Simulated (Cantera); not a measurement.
An isothermal, constant-pressure homogeneous reactor starts with 63.7 % N2O, 36.3 % N2, at 1125 K and 0.138 atm.

Model: GRI-Mech 3.0 (53 species, 325 reactions), integrated in Cantera. GRI-Mech 3.0 was tuned for natural gas; its chemistry of N2O as a main component is partial and can be far from experiment. The mechanism lacks the step 2 NO + O2 → 2 NO2, which can matter for NO2 below about 1400 K. The temperature is held fixed by assumption; the heat of reaction is taken as removed at once.

Task: Predict: x(N2O) at 200 s; x(NO2) at 200 s; x(NO) at 200 s; x(O) at 200 s; x(N2) at 200 s.

Result: 
| Property | Value |
|---|---|
| x(N2O) at 200 s | 0.0209 (gas-phase equilibrium 3.04e-9) |
| x(NO2) at 200 s | 6.96e-5 (gas-phase equilibrium 1.12e-6) |
| x(NO) at 200 s | 0.0328 (gas-phase equilibrium 0.000112) |
| x(O) at 200 s | 1.71e-7 (gas-phase equilibrium 6.10e-9) |
| x(N2) at 200 s | 0.729 (gas-phase equilibrium 0.758) |
